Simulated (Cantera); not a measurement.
Cantera with NASA thermochemical tables; ideal gases at 1 bar, condensed phases pure. Values are per mole of reaction as written; species without (g) are pure solids or liquids, kept so even where they would boil at 1 bar.

C₂H₆(g) + 4 C ⇌ C₆H₆(g)

| T (K) | ΔH° (kJ) | ΔS° (J/K) | ΔG° (kJ) | log10 K |
|---|---|---|---|---|
| 2225 | ___ | ___ | ___ | ___ |
| 2325 | 167.7 | 18.4 | 124.9 | -2.81 |
| 2425 | ___ | ___ | ___ | ___ |
| 2525 | ___ | ___ | ___ | ___ |
| 2625 | 166.9 | 18.1 | 119.4 | -2.38 |

Problem. Complete the blanks.

Solution. 
- 2225, ΔH° (kJ): 167.9
- 2225, ΔS° (J/K): 18.5
- 2225, ΔG° (kJ): 126.7
- 2225, log10 K: -2.98
- 2425, ΔH° (kJ): 167.5
- 2425, ΔS° (J/K): 18.3
- 2425, ΔG° (kJ): 123.1
- 2425, log10 K: -2.65
- 2525, ΔH° (kJ): 167.2
- 2525, ΔS° (J/K): 18.2
- 2525, ΔG° (kJ): 121.2
- 2525, log10 K: -2.51
